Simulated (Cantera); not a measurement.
Feed: 1 mol HMDSO, 0.16 mol CO₂, 0.42 mol H₂, held at 3.68 Torr.

Method: chemical equilibrium by Gibbs-energy minimisation in Cantera with the NASA 1993 tables (ideal gas, pure condensed phases). Candidate condensed phases: C, C₆H₆, C₇H₈, C₈H₁₈, H₂O, Si, SiC, SiO₂; 123 gas species. The feed counts by its element totals alone. Mutual solubility and eutectic melting of coexisting phases are not modelled. The tables hold silica as quartz up to 1696 K and as liquid above; real silica turns to tridymite and cristobalite and melts near 1996 K. Rates play no part.

Question: Which condensed phases are stable at each of these points (T (K)): 1073, 1148, 1223, 1298, 1373, 1448, 1523, 1598, 1673, 1748?

Answer: 
```
T (K)                       condensed phases  Si condensed (%)
-----  -------------------------------------  ----------------
1073   C(graphite) + SiC(s) + SiO₂(β-quartz)             100.0
1148   C(graphite) + SiC(s) + SiO₂(β-quartz)             100.0
1223   C(graphite) + SiC(s) + SiO₂(β-quartz)             100.0
1298   C(graphite) + SiC(s) + SiO₂(β-quartz)             100.0
1373                    C(graphite) + SiC(s)              99.9
1448                    C(graphite) + SiC(s)              99.9
1523                    C(graphite) + SiC(s)              99.9
1598                    C(graphite) + SiC(s)              99.8
1673                    C(graphite) + SiC(s)              99.8
1748                    C(graphite) + SiC(s)              99.7
```

From 1073 K to 1298 K the condensed part is C(graphite) + SiC(s) + SiO₂(β-quartz). From 1373 K to 1748 K the condensed part is C(graphite) + SiC(s).
